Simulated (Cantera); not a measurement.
**Gas activation for diamond growth**

A perfectly stirred reactor is fed with CH₄ : H₂ : N₂ = 0.04 : 0.24 : 0.00063 (molar parts), at 0.0133 bar; it is held at 1525 K, and followed from long to short residence time.

Cantera simulation using GRI-Mech 3.0 (53 species, 325 reactions); the numbers are that mechanism's predictions, not measurements. GRI-Mech 3.0 stops at C3 and has no aromatics, soot or wall deposition, so with more carbon than oxygen in the feed, carbon stays in small species such as C2H2 where larger ones or solid carbon would form. Radical loss at walls, strong at low pressure, is not modelled.

| τ (s) | x CH₄ | x H₂ | x C₂H₂ | x C₂H | x CH₃ | x CH₂ | x C₂H₆ |
|---|---|---|---|---|---|---|---|
| 0.78 | 0.133 | 0.861 | 0.00383 | 1.04e-9 | 0.000332 | 3.14e-8 | 1.56e-5 |
| 0.36 | 0.138 | 0.857 | 0.00145 | 3.62e-10 | 0.000319 | 2.80e-8 | 1.49e-5 |
| 0.17 | 0.141 | 0.856 | 0.000401 | 8.58e-11 | 0.000278 | 2.11e-8 | 1.20e-5 |
| 0.078 | 0.142 | 0.855 | 5.35e-5 | 8.09e-12 | 0.000198 | 1.09e-8 | 6.65e-6 |
| 0.036 | 0.142 | 0.855 | 2.90e-6 | <1e-12 | 0.000109 | 3.39e-9 | 2.15e-6 |
| 0.017 | 0.142 | 0.855 | 1.12e-7 | <1e-12 | 5.35e-5 | 8.31e-10 | 4.80e-7 |
| 0.0079 | 0.143 | 0.855 | 4.06e-9 | <1e-12 | 2.51e-5 | 1.84e-10 | 8.08e-8 |
| 0.0037 | 0.143 | 0.855 | 1.67e-10 | <1e-12 | 1.18e-5 | 4.06e-11 | 1.15e-8 |
| 0.0017 | 0.143 | 0.855 | 6.74e-12 | <1e-12 | 5.41e-6 | 8.49e-12 | 1.33e-9 |
| 0.00079 | 0.143 | 0.855 | <1e-12 | <1e-12 | 2.50e-6 | 1.78e-12 | 1.45e-10 |
| 0.00037 | 0.143 | 0.855 | <1e-12 | <1e-12 | 1.16e-6 | <1e-12 | 1.52e-11 |
x: mole fraction; the columns are a selection and need not sum to one.
